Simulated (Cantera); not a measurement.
Input (Python, Cantera) and output of one run.

```python
import numpy as np
import cantera as ct

gas_names = """
    Ca CaF CaF2 CaO CaOH CaO2H2 Ca2 F FO FO2 F2 F2O H HF HOF HO2 H2 H2F2 H2O H2O2 H3F3 H4F4 H5F5 H6F6
    H7F7 O OH O2 O3
""".split()
cond_names = """
    Ca(a) Ca(b) Ca(L) CaF2(a) CaF2(b) CaF2(L) CaO(s) CaO(L) CaO2H2(s) H2O(s) H2O(L)
""".split()


# ... load() reads the species with a 1 bar reference pressure and builds the phases ...
atoms = {
    'CaO': {'Ca': 1, 'O': 1},
    'HF': {'H': 1, 'F': 1},
    'H2': {'H': 2},
}
top_T = {}  # K; cautious upper limits of use, not melting points


# ... equilibrate(T, P, feed) seeds the gas with the atoms and calls Mixture.equilibrate('TP', solver="vcs", rtol=1e-11, max_steps=5000) ...
results = []
feed = {'CaO': 1, 'HF': 2.2, 'H2': 36}  # mol
P = 79000  # Pa
for T in [773, 873, 973, 1073, 1173, 1273, 1373, 1473, 1573, 1673]:
    mix = equilibrate(T, P, feed)
    results.append((T, P, feed, dict(zip(mix.species_names, mix.species_moles))))

top = {s: max(r[3][s] / sum(r[3][g] for g in gas_names) for r in results) for s in gas_names}
cols = sorted((s for s in top if top[s] > 0.0001), key=lambda s: -top[s])[:5]
seen = [c for c in cond_names if any(r[3].get(c, 0) > 1e-12 for r in results)]
print("log10 of partial pressures in bar; condensed amounts in mol")
print(f"{'T/K':>10s}" + "".join(f"{s[:9]:>10s}" for s in cols + seen))
for T, P, feed, n in results:
    ng = sum(n[g] for g in gas_names)
    print(f"{T:10.4g}" + "".join(f"{np.log10(max(n[s] / ng * P / 1e5, 1e-99)):10.3f}" for s in cols)
          + "".join(f"{n.get(c, 0):10.4g}" for c in seen))
```

Output:

```
log10 of partial pressures in bar; condensed amounts in mol
       T/K        H2       H2O        HF         H   CaF2(a)   CaF2(b)    CaO(s)
       773    -0.117    -1.673    -2.372   -12.100         1         0         0
       873    -0.117    -1.673    -2.372   -10.388         1         0         0
       973    -0.117    -1.673    -2.372    -9.024         1         0         0
      1073    -0.117    -1.673    -2.372    -7.912         1         0         0
      1173    -0.117    -1.673    -2.372    -6.987         1         0         0
      1273    -0.117    -1.673    -2.372    -6.205         1         0         0
      1373    -0.117    -1.673    -2.372    -5.536         1         0         0
      1473    -0.117    -1.673    -2.372    -4.956         0    0.9999         0
      1573    -0.117    -1.673    -2.372    -4.449         0    0.9995         0
      1673    -0.117    -1.696    -2.195    -4.002         0    0.9467   0.05059
```

Cantera equilibrium calculation (NASA polynomials, part measured and part estimated; ideal gas, pure solids and liquids). Mutual solubility and eutectic melting of coexisting phases are not modelled.
